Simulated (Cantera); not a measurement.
A Cantera script and its output.

```python
import numpy as np
import cantera as ct

gas = ct.Solution("gri30.yaml", transport_model="mixture-averaged")
show = ['C2H2', 'CH4', 'H']

rows = []
print(f"{'T/K':>7s}{'rho':>11s}{'cp':>10s}{'mu':>11s}{'lambda':>11s}{'Pr':>7s}" + "".join(f"{'D_' + s:>11s}" for s in show))
for T in [400, 650, 900, 1150, 1400, 1650]:
    gas.TPX = T, 2666, {'CO': 1, 'N2': 0.18, 'CO2': 0.47, 'NH3': 0.32}
    Pr = gas.cp_mass * gas.viscosity / gas.thermal_conductivity
    D = [gas.mix_diff_coeffs_mole[gas.species_index(s)] for s in show]
    rows.append([gas.density, gas.cp_mass, gas.viscosity, gas.thermal_conductivity, Pr, *D])
    print(f"{T:7g}{gas.density:11.4e}{gas.cp_mass:10.1f}{gas.viscosity:11.4e}"
          f"{gas.thermal_conductivity:11.4e}{Pr:7.3f}" + "".join(f"{d:11.4e}" for d in D))
print("SI units: kg/m3, J/kg/K, Pa s, W/m/K, m2/s")
```

It prints:

```
    T/K        rho        cp         mu     lambda     Pr     D_C2H2      D_CH4        D_H
    400 2.4084e-02    1122.2 2.0303e-05 3.1861e-02  0.715 9.9157e-04 1.3338e-03 7.3443e-03
    650 1.4821e-02    1251.2 2.9570e-05 5.1736e-02  0.715 2.3617e-03 3.1336e-03 1.7252e-02
    900 1.0704e-02    1360.5 3.7432e-05 7.1043e-02  0.717 4.1476e-03 5.4697e-03 3.0112e-02
   1150 8.3769e-03    1442.6 4.4419e-05 8.9367e-02  0.717 6.2957e-03 8.2761e-03 4.5558e-02
   1400 6.8811e-03    1503.6 5.0799e-05 1.0665e-01  0.716 8.7723e-03 1.1511e-02 6.3362e-02
   1650 5.8385e-03    1549.5 5.6730e-05 1.2293e-01  0.715 1.1554e-02 1.5145e-02 8.3362e-02
SI units: kg/m3, J/kg/K, Pa s, W/m/K, m2/s
```

Computed with Cantera and GRI-Mech 3.0 (53 species, 325 reactions). Polar gases are described roughly by these parameters. The composition is frozen, though it would react at the higher temperatures.
